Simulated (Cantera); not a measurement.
Cantera run:

```python
import numpy as np
import cantera as ct

gas_names = """
    NH3 HI N
""".split()
cond_names = """
    I2(cr) I2(L)
""".split()


# ... load() reads the species with a 1 bar reference pressure and builds the phases ...
species = {s.name: s for s in load("nasa_gas.yaml", gas_names) + load("nasa_condensed.yaml", cond_names)}
# Each term lists the table entries of one substance; the one whose range holds T is used.
reactions = {
    '2 NH3(g) + 3 I2 = 6 HI(g) + 2 N(g)':
        [(-2, ['NH3']), (-3, ['I2(cr)', 'I2(L)']), (6, ['HI']), (2, ['N'])],
}


def pick(names, T):
    return next(species[n] for n in names if species[n].thermo.min_temp <= T <= species[n].thermo.max_temp)


results = []
for label, terms in reactions.items():
    print(label)
    print("     T/K   dH/kJ  dS/(J/K)   dG/kJ   log10 K")
    for T in [448, 473, 498, 523, 548, 573, 598]:
        used = [(nu, pick(names, T)) for nu, names in terms]
        dH = sum(nu * s.thermo.h(T) for nu, s in used) / 1e6
        dS = sum(nu * s.thermo.s(T) for nu, s in used) / 1e3
        dG = dH - T * dS / 1e3
        logK = -dG * 1e6 / (ct.gas_constant * T * np.log(10))
        results.append((label, T, dH, dS, dG, logK, [s.name for _, s in used]))
        print(f"{T:8g} {dH:8.1f} {dS:8.1f} {dG:8.1f} {logK:8.2f}")
```

Output:

```
2 NH3(g) + 3 I2 = 6 HI(g) + 2 N(g)
     T/K   dH/kJ  dS/(J/K)   dG/kJ   log10 K
     448   1139.7    668.7    840.2   -97.96
     473   1137.2    663.2    823.5   -90.94
     498   1134.7    657.9    807.0   -84.65
     523   1132.1    652.9    790.6   -78.96
     548   1129.5    648.0    774.4   -73.81
     573   1126.9    643.4    758.2   -69.12
     598   1124.3    638.9    742.2   -64.83
```

Source: NASA polynomial tables (part measured, part estimated), evaluated in Cantera. Condensed species are held in their standard states even where they would react or evaporate.
